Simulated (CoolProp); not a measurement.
Vapour-liquid equilibrium of p-xylene (1) + n-decane (2) at 1.15 MPa; x and y are mole fractions of (1).

Computed with CoolProp (multi-fluid Helmholtz-energy mixture model, Zhou 2012 and Lemmon 2006; pair parameters Bell 2016).

```
x     bubble temperature (K)  y at the bubble point  dew temperature at overall composition x (K)  liquid density (mol/L)
----  ----------------------  ---------------------  --------------------------------------------  ----------------------
0.05                   572.1                  0.070                                         572.8                   3.226
0.2                    564.8                  0.266                                         567.3                   3.520
0.35                   557.9                  0.443                                         561.6                   3.840
0.5                    551.5                  0.600                                         555.7                   4.192
0.65                   545.5                  0.738                                         549.4                   4.585
0.8                    539.8                  0.860                                         542.6                   5.028
0.95                   534.6                  0.967                                         535.4                   5.534
```

No azeotrope shows between x = 0.05 and 0.95.

The pair parameters rest on a limited set of measurements; away from them the model extrapolates.
